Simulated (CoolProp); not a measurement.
Vapour pressure (kPa) of propane: the reference equation beside estimates from Tc = 369.9 K, pc = 4251 kPa, ω = 0.152. Clausius-Clapeyron is anchored at 172.8 K with a constant enthalpy of vaporisation of 21.20 kJ/mol.

Values from CoolProp's reference Helmholtz-energy equation of state, Lemmon 2009.

```
T (K)  reference  Lee-Kesler  Clausius-Clapeyron
-----  ---------  ----------  ------------------
172.8      2.814       2.683               2.814
189.3      10.05       9.652               10.18
205.7      28.31       27.50               29.80
222.2      67.43       66.24               74.81
238.7      140.4       139.2               165.4
255.1      262.1       261.9               328.6
271.6      452.4       453.7               603.1
288.1      730.5       733.5                1032
```

Absolute difference from the reference over all 8 rows, mean and median: Lee-Kesler 1.9 and 1.3 %, Clausius-Clapeyron 16.9 and 14.4 %.
